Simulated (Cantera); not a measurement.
Feed: 1 mol Si3N4, 0.12 mol H2O, 5.4 mol N2, held at 1.00 Torr.

These are equilibrium values from Cantera (NASA tables, ideal gas, pure condensed phases), not measurements of a reactor. Candidate condensed phases: H2O, Si, SiO2, Si2N2O, Si3N4; 35 gas species. Mutual solubility and eutectic melting of coexisting phases are not modelled. The tables' values for SiN are old estimates; treat these amounts as uncertain. Equilibrium is a limit: real reactors are often held back by kinetics, nucleation or transport.

x: gas mole fraction; n: condensed amount in mol.

| T (K) | x N2 | x H2 | x SiO | x Si | x H | n Si2N2O(s) | n Si3N4(s) | n Si(l) |
|---|---|---|---|---|---|---|---|---|
| 1448 | 0.978 | 0.0216 | 4.07e-5 | 1.19e-7 | 3.71e-5 | 0.120 | 0.920 | 0 |
| 1473 | 0.978 | 0.0216 | 9.20e-5 | 3.14e-7 | 5.09e-5 | 0.119 | 0.920 | 0 |
| 1498 | 0.978 | 0.0215 | 0.000202 | 8.04e-7 | 6.91e-5 | 0.119 | 0.920 | 0 |
| 1523 | 0.978 | 0.0215 | 0.000433 | 2.00e-6 | 9.29e-5 | 0.118 | 0.921 | 0 |
| 1548 | 0.977 | 0.0215 | 0.000903 | 4.81e-6 | 0.000124 | 0.115 | 0.922 | 0 |
| 1573 | 0.977 | 0.0214 | 0.00184 | 1.13e-5 | 0.000163 | 0.110 | 0.923 | 0 |
| 1598 | 0.975 | 0.0214 | 0.00367 | 2.57e-5 | 0.000213 | ___ | 0.927 | 0 |
| 1623 | 0.971 | 0.0212 | 0.00715 | 5.73e-5 | 0.000276 | ___ | 0.933 | 0 |
| 1648 | 0.965 | 0.0210 | 0.0137 | 0.000125 | 0.000353 | ___ | 0.946 | 0 |
| 1673 | 0.958 | 0.0207 | 0.0210 | 0.000265 | 0.000449 | 0 | 0.959 | 0 |
| 1698 | 0.968 | 0.0154 | 0.0157 | 0.000493 | 0.000492 | 0 | 0 | 2.88 |

Q: Some entries are withheld; supply them.

A: 
- 1598, n Si2N2O(s): 0.0995
- 1623, n Si2N2O(s): 0.0799
- 1648, n Si2N2O(s): 0.0425
